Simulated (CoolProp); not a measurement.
Saturated liquid density (kg/m³) of the fluoroketone C6F12O (FK-5-1-12): the reference equation beside estimates from Tc = 168.7 °C, pc = 1.869 MPa, ω = 0.471. Rackett uses Z = 0.29056 − 0.08775 ω.

The numbers come from the reference Helmholtz-energy equation of state, McLinden 2015 in CoolProp.

```
T (°C)  reference  Rackett  van der Waals  Redlich-Kwong  Soave-Redlich-Kwong  Peng-Robinson
------  ---------  -------  -------------  -------------  -------------------  -------------
8.95         1650     1823          964.4           1413                 1506           1699
18.05        1623     1792          949.4           1386                 1483           1674
27.15        1596     1760          933.8           1359                 1458           1647
36.25        1568     1727          917.6           1330                 1431           1619
45.35        1539     1693          900.8           1300                 1403           1588
54.45        1509     1658          883.2           1269                 1373           1555
63.55        1478     1622          864.9           1236                 1341           1520
72.65        1446     1584          845.7           1202                 1307           1482
81.75        1412     1545          825.5           1165                 1270           1441
90.95        1376     1503          803.8           1126                 1230           1396
100.05       1339     1459          781.0           1085                 1187           1347
109.15       1298     1413          756.6           1041                 1140           1293
118.25       1254     1362          730.2          993.7                 1088           1234
127.35       1206     1307          701.2          941.9                 1030           1167
136.45       1152     1245          668.8          884.4                964.3           1091
```

Absolute difference from the reference over all 15 rows, mean and median: Rackett 9.5 and 9.5 %, van der Waals 41.6 and 41.5 %, Redlich-Kwong 17.6 and 16.9 %, Soave-Redlich-Kwong 10.7 and 9.6 %, Peng-Robinson 2.6 and 3.0 %.
